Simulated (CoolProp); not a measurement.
Properties of water at several states (Tc = 647.1 K, pc = 22060 kPa, ω = 0.344).

Computed with CoolProp (reference Helmholtz-energy equation of state, Wagner 2002).

```
T (K)  p (kPa)  phase  density (kg/m³)  cp (kJ/(kg K))  Joule-Thomson coefficient (K/MPa)  isothermal compressibility (1/MPa)
-----  -------  -----  ---------------  --------------  ---------------------------------  ----------------------------------
626.4     6640    gas              ___             ___                              8.977                              0.1767
823        155    gas           0.4085           2.170                                ___                               6.458
829.2     3270    gas            8.710             ___                                ___                              0.3118
```

Task: Complete the blanks.

Result: 
- 626.4, density (kg/m³): 26.40
- 626.4, cp (kJ/(kg K)): 2.953
- 823, Joule-Thomson coefficient (K/MPa): 4.165
- 829.2, cp (kJ/(kg K)): 2.265
- 829.2, Joule-Thomson coefficient (K/MPa): 4.043
